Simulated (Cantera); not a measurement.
**Equilibrium for carbon deposition, reforming and gasification: C3H6 + O2 + N2**

Charge: 1 mol C3H6, 0.49 mol O2, 0.83 mol N2, at 2223.15 K and 150 Torr.

These are equilibrium values from Cantera (NASA tables, ideal gas, pure condensed phases), not measurements of a reactor. Candidate condensed phases: C, C6H6, C7H8, C8H18, H2O; 136 gas species. Rates play no part.

```json
{
  "x(H2)": "0.607",
  "x(CO)": "0.203",
  "x(N2)": "0.166",
  "x(H)": "0.0112",
  "x(HCN)": "0.0103",
  "x(C2H2 (acetylene))": "0.00176",
  "x(HNC)": "0.000842",
  "x(CH4)": "1.85e-5",
  "x(CN)": "7.04e-6",
  "n(C(graphite))": "1.95 mol",
  "gas_amount": "4.837 mol"
}
```
